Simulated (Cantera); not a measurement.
Feed: 1 mol BN, 2.6 mol H2O, 6.2 mol H2, equilibrated at 1575 K and 0.000250 bar.

Equilibrium computed with Cantera from the NASA thermochemical tables; the gas is ideal and each condensed phase is pure. Candidate condensed phases: B, BN, B2O3, B3O3H3, H2O; 39 gas species. Equilibrium is a limit: real reactors are often held back by kinetics, nucleation or transport.

Base state: H2 0.783, HBO2 0.0901, H2O 0.0675, N2 0.0510, B2O3 0.00540, H 0.00233, HBO 0.000888, BO 6.19e-5 (mole fractions); condensed: gas only.

Problem. What changes in the equilibrium state with this change: temperature from 1575 K to 1898 K?

Solution. 
| species | before | after |
|---|---|---|
| H2 | 0.783 | 0.742 |
| HBO2 | 0.0901 | 0.0784 |
| H2O | 0.0675 | 0.0728 |
| H | 0.00233 | 0.0426 |
| N2 | 0.0510 | 0.0498 |
| O | 1.82e-8 | 1.47e-5 |
| OH | 7.29e-6 | 0.000342 |
| BO | 6.19e-5 | 0.00281 |
| BO2 | 1.19e-5 | 0.000446 |
